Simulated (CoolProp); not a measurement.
Vapour-liquid equilibrium of toluene (1) + m-xylene (2) at 323.6 K; x and y are mole fractions of (1).

Computed with CoolProp (multi-fluid Helmholtz-energy mixture model, Lemmon 2006 and Zhou 2012; pair parameters Bell 2016).

```
x     bubble pressure, mixture model (MPa)  bubble pressure, Raoult's law (MPa)  y, mixture model  y, Raoult's law
----  ------------------------------------  -----------------------------------  ----------------  ---------------
0.05                                   [?]                             0.004665               [?]            0.134
0.2                               0.006114                             0.005906             0.444            0.424
0.35                                   [?]                             0.007147             0.630            0.613
0.5                               0.008797                             0.008389               [?]            0.747
0.65                              0.009989                             0.009630               [?]            0.845
0.8                                0.01110                              0.01087             0.914            0.922
0.95                                   [?]                              0.01211             0.979            0.982
```

**Question.** What belongs in the gaps?

**Answer.** 
- 0.05, bubble pressure, mixture model (MPa): 0.004706
- 0.05, y, mixture model: 0.142
- 0.35, bubble pressure, mixture model (MPa): 0.007499
- 0.5, y, mixture model: 0.754
- 0.65, y, mixture model: 0.843
- 0.95, bubble pressure, mixture model (MPa): 0.01217

The largest gap from Raoult's law is +4.9 % in bubble pressure, at x = 0.35. No azeotrope shows between x = 0.05 and 0.95.

Pair parameters are fitted to limited data, so mixtures are less certain than the pure fluids.
